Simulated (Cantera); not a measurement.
Mixture: CH₄ : O₂ : N₂ = 1 : 1.43 : 7.86 (molar parts), at 0.470 bar, adiabatic and at constant volume. Ignition delay is the time to a rise of 400 K.

Model: GRI-Mech 3.0 (53 species, 325 reactions), integrated in Cantera.

### Question
What does this change do: N2 7.86 to 3.8 parts?

### Answer
```csv
quantity,before,after
delay at 1275 K,47.4 ms,24.8 ms
delay at 1425 K,6.96 ms,3.81 ms
delay at 1575 K,1.48 ms,0.867 ms
delay at 1725 K,0.450 ms,0.278 ms
delay at 1875 K,0.176 ms,0.112 ms
apparent activation energy between 1725 and 1875 K,170 kJ/mol,160 kJ/mol
```

### Question
What does this change do: CH4 1 to 0.51 parts?

### Answer
```json
[
 {"quantity": "delay at 1275 K", "before": "47.4 ms", "after": "33.4 ms"},
 {"quantity": "delay at 1425 K", "before": "6.96 ms", "after": "5.24 ms"},
 {"quantity": "delay at 1575 K", "before": "1.48 ms", "after": "1.26 ms"},
 {"quantity": "delay at 1725 K", "before": "0.450 ms", "after": "0.421 ms"},
 {"quantity": "delay at 1875 K", "before": "0.176 ms", "after": "0.174 ms"},
 {"quantity": "apparent activation energy between 1725 and 1875 K", "before": "170 kJ/mol", "after": "160 kJ/mol"}
]
```
